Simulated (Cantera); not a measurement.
What does this Cantera script print?

```python
import numpy as np
import cantera as ct

gas_names = """
    CL CL2 H HCL H2 N NH NH2 NH3 N2 N2H2 N2H4 Si SiCL SiCL2 SiCL3 SiCL4 SiH SiHCL3 SiH2 SiH2CL2 SiH3
    SiH3CL SiH4 SiN Si2 Si2N Si3
""".split()
cond_names = """
    NH4CL(a) NH4CL(b) Si(cr) Si(L) Si3N4(a)
""".split()


# ... load() reads the species with a 1 bar reference pressure and builds the phases ...
atoms = {
    'SiCl4': {'Si': 1, 'CL': 4},
    'N2': {'N': 2},
    'H2': {'H': 2},
    'NH3': {'N': 1, 'H': 3},
}
top_T = {'Si3N4(a)': 2400}  # K; cautious upper limits of use, not melting points


# ... equilibrate(T, P, feed) seeds the gas with the atoms and calls Mixture.equilibrate('TP', solver="vcs", rtol=1e-11, max_steps=5000) ...
results = []
feed = {'SiCl4': 1, 'N2': 2.5, 'H2': 9.1, 'NH3': 28}  # mol
T = 1650  # K
for P in [5, 15, 45, 140, 410, 1200, 3700, 11000, 33000, 100000]:
    mix = equilibrate(T, P, feed)
    results.append((T, P, feed, dict(zip(mix.species_names, mix.species_moles))))

top = {s: max(r[3][s] / sum(r[3][g] for g in gas_names) for r in results) for s in gas_names}
cols = sorted((s for s in top if top[s] > 1e-05), key=lambda s: -top[s])[:8]
seen = [c for c in cond_names if any(r[3].get(c, 0) > 1e-12 for r in results)]
print("log10 of partial pressures in bar; condensed amounts in mol")
print(f"{'P/Pa':>10s}" + "".join(f"{s[:9]:>10s}" for s in cols + seen))
for T, P, feed, n in results:
    ng = sum(n[g] for g in gas_names)
    print(f"{P:10.4g}" + "".join(f"{np.log10(max(n[s] / ng * P / 1e5, 1e-99)):10.3f}" for s in cols)
          + "".join(f"{n.get(c, 0):10.4g}" for c in seen))
```

Result:

```
log10 of partial pressures in bar; condensed amounts in mol
      P/Pa        H2        N2       HCL         H     SiCL2        Si        CL      SiCL    Si(cr)  Si3N4(a)
         5    -4.456    -4.931    -5.701    -6.269    -6.395    -6.572    -7.620    -7.687   0.01489         0
        15    -3.974    -4.451    -5.219    -6.029    -5.912    -6.572    -7.379    -7.445    0.2801         0
        45    -3.495    -3.973    -4.739    -5.789    -5.431    -6.572    -7.139    -7.205    0.3704         0
       140    -3.001    -3.480    -4.245    -5.542    -4.937    -6.572    -6.891    -6.957    0.4024         0
       410    -2.533    -3.019    -3.755    -5.308    -4.522    -6.667    -6.636    -6.797         0    0.1607
      1200    -2.067    -2.555    -3.235    -5.075    -4.257    -6.976    -6.349    -6.820         0    0.2257
      3700    -1.579    -2.068    -2.711    -4.831    -4.021    -7.301    -6.069    -6.864         0     0.273
   1.1e+04    -1.106    -1.596    -2.217    -4.595    -3.822    -7.616    -5.812    -6.922         0    0.3009
   3.3e+04    -0.629    -1.120    -1.730    -4.356    -3.641    -7.933    -5.563    -6.990         0    0.3165
     1e+05    -0.147    -0.639    -1.243    -4.115    -3.469    -8.254    -5.316    -7.064         0    0.3246
```

Equilibrium computed with Cantera from the NASA thermochemical tables; the gas is ideal and each condensed phase is pure. The tables' values for SiCl, SiCl3, SiN are old estimates; treat these amounts as uncertain.
